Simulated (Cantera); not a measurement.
## Thermodynamics of tantalum, niobium, vanadium and zirconium in process gases, feed Nb + H₂O + H₂

Feed: 1 mol Nb, 25 mol H₂O, 150 mol H₂, equilibrated at 101000 Pa.

These are equilibrium values from Cantera (NASA tables, ideal gas, pure condensed phases), not measurements of a reactor. Candidate condensed phases: H₂O, Nb, NbO, NbO₂, Nb₂O₅; 12 gas species. Mutual solubility and eutectic melting of coexisting phases are not modelled. Condensed phases not in the tables: the oxides between NbO₂ and Nb₂O₅. Equilibrium is a limit: real reactors are often held back by kinetics, nucleation or transport.

| T (K) | x H₂ | x H₂O | x H | x OH | x NbO₂ | x O | n Nb₂O₅(s) | n NbO₂(s) |
|---|---|---|---|---|---|---|---|---|
| 948 | 0.871 | 0.129 | 4.86e-10 | <1e-12 | <1e-12 | <1e-12 | 0.500 | 0 |
| 1023 | 0.871 | 0.129 | 3.84e-9 | 1.49e-12 | <1e-12 | <1e-12 | 0.500 | 0 |
| 1098 | 0.871 | 0.129 | 2.29e-8 | 1.49e-11 | <1e-12 | <1e-12 | 0.500 | 0 |
| 1173 | 0.871 | 0.129 | 1.09e-7 | 1.11e-10 | <1e-12 | <1e-12 | 0.500 | 0 |
| 1248 | 0.871 | 0.129 | 4.33e-7 | 6.53e-10 | <1e-12 | <1e-12 | 0.500 | 0 |
| 1323 | 0.871 | 0.129 | 1.47e-6 | 3.14e-9 | <1e-12 | <1e-12 | 0.500 | 0 |
| 1398 | 0.871 | 0.129 | 4.39e-6 | 1.28e-8 | 1.45e-12 | <1e-12 | 0.500 | 0 |
| 1473 | 0.871 | 0.129 | 1.17e-5 | 4.50e-8 | 2.01e-11 | <1e-12 | 0.500 | 0 |
| 1548 | 0.871 | 0.129 | 2.86e-5 | 1.41e-7 | 2.15e-10 | 3.92e-12 | 0.500 | 0 |
| 1623 | 0.871 | 0.129 | 6.41e-5 | 3.97e-7 | 1.82e-9 | 2.40e-11 | 0.456 | 0.0876 |
| 1698 | 0.868 | 0.131 | 0.000134 | 1.04e-6 | 1.13e-8 | 1.29e-10 | 0 | 1.000 |
| 1773 | 0.868 | 0.131 | 0.000263 | 2.47e-6 | 5.96e-8 | 5.85e-10 | 0 | 1.000 |
| 1848 | 0.868 | 0.131 | 0.000491 | 5.46e-6 | 2.74e-7 | 2.36e-9 | 0 | 1.000 |
x: gas mole fraction; n: condensed amount in mol.

From 948 K to 1548 K the condensed part is Nb₂O₅(s). At 1623 K the condensed part is NbO₂(s) + Nb₂O₅(s). From 1698 K to 1848 K the condensed part is NbO₂(s).
